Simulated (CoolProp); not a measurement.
A single-stage vapour-compression cycle with R365MFC: evaporating at 300.15 K (dew point), condensing at 331.15 K (bubble point), superheat 0 K, subcooling 8 K, compressor efficiency 0.85, no pressure losses. Each further row changes one setting.

Computed with CoolProp (reference Helmholtz-energy equation of state, Lemmon 2016).

```json
[
 {"case": "as stated", "cooling COP": "(withheld)", "pressure ratio": "3.00", "discharge temperature (K)": "331.1", "refrigerating effect (kJ/kg)": "162", "volumetric capacity (kJ/m³)": "611"},
 {"case": "evaporating temperature 305.15 K", "cooling COP": "9.48", "pressure ratio": "2.47", "discharge temperature (K)": "331.1", "refrigerating effect (kJ/kg)": "167", "volumetric capacity (kJ/m³)": "755"},
 {"case": "condensing temperature 326.15 K", "cooling COP": "9.34", "pressure ratio": "(withheld)", "discharge temperature (K)": "326.1", "refrigerating effect (kJ/kg)": "169", "volumetric capacity (kJ/m³)": "638"},
 {"case": "subcooling 13 K", "cooling COP": "7.98", "pressure ratio": "3.00", "discharge temperature (K)": "331.1", "refrigerating effect (kJ/kg)": "169", "volumetric capacity (kJ/m³)": "638"},
 {"case": "superheat 10 K", "cooling COP": "7.75", "pressure ratio": "3.00", "discharge temperature (K)": "334.6", "refrigerating effect (kJ/kg)": "(withheld)", "volumetric capacity (kJ/m³)": "626"},
 {"case": "compressor efficiency 0.75", "cooling COP": "6.75", "pressure ratio": "3.00", "discharge temperature (K)": "331.1", "refrigerating effect (kJ/kg)": "162", "volumetric capacity (kJ/m³)": "611"}
]
```

Problem. Complete the blanks.

Solution. 
- as stated, cooling COP: 7.65
- condensing temperature 326.15 K, pressure ratio: 2.56
- superheat 10 K, refrigerating effect (kJ/kg): 172

The compression ends wet for: as stated; evaporating temperature 305.15 K; condensing temperature 326.15 K; subcooling 13 K; compressor efficiency 0.75.
